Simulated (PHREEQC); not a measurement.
0.034 g of hydrous ferric oxide (600 m²/g; 0.2 weak and 0.005 strong sites per Fe, Dzombak-Morel constants, diffuse double layer) in 1 kg of water with 0.001 mol/kgw of an inert sodium salt and 2.1e-07 mol Na2SeO3, at 25 °C; the pH is set by adding NaOH or the inert anion's acid. No oxygen is let in. The system is closed to CO2. Precipitation was switched off in this run.

The series has 13 steps of pH, from 4 to 12.

Model: ion-association model, wateq4f.dat, run in PHREEQC.

Problem. Near which pH is half of the Se sorbed, and on which side is more sorbed?

Solution. Near pH 8.4, with more sorbed at lower pH.

Species that the database lacks are ignored. The database's selenite sorption wasn't checked against measurements; a fall in acid may be a fault of its surface constants.
